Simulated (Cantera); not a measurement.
Charge: 1 mol B, 0.91 mol NH3, 0.73 mol H2, equilibrated at 1573.15 K and 0.000320 bar.

Method: chemical equilibrium by Gibbs-energy minimisation in Cantera with the NASA 1993 tables (ideal gas, pure condensed phases). Candidate condensed phases: B, BN; 15 gas species. Mutual solubility and eutectic melting of coexisting phases are not modelled. The tables' values for BH2 are old estimates; treat these amounts as uncertain. The numbers say what is thermodynamically allowed, not how fast it happens.

Base state: H2 0.998, H 0.00227, N2 0.000109, BH2 2.03e-5 (mole fractions); condensed: B(s) + BN(s).

What changes in the equilibrium state with this change: pressure from 0.000320 bar to 0.0100 bar?


```tsv
species	before	after
H2	0.998	1.000
H	0.00227	0.000407
BH2	2.03e-5	2.03e-5
N2	0.000109	3.50e-6
B(s), mol	0.0904	0.0900
BN(s), mol	0.910	0.910
```

What changes in the equilibrium state with this change: NH3 from 0.91 to 4.2 mol?


| species | before | after |
|---|---|---|
| H2 | 0.998 | 0.813 |
| N2 | 0.000109 | 0.185 |
| H | 0.00227 | 0.00205 |
| BH2 | 2.03e-5 | 4.02e-7 |
| B(s), mol | 0.0904 | 0 |
| BN(s), mol | 0.910 | 1.000 |

What changes in the equilibrium state with this change: pressure from 0.000320 bar to 0.110 bar?


```tsv
species	before	after
H2	0.998	1.000
H	0.00227	0.000123
BH2	2.03e-5	2.03e-5
N2	0.000109	3.18e-7
B(s), mol	0.0904	0.0900
BN(s), mol	0.910	0.910
```
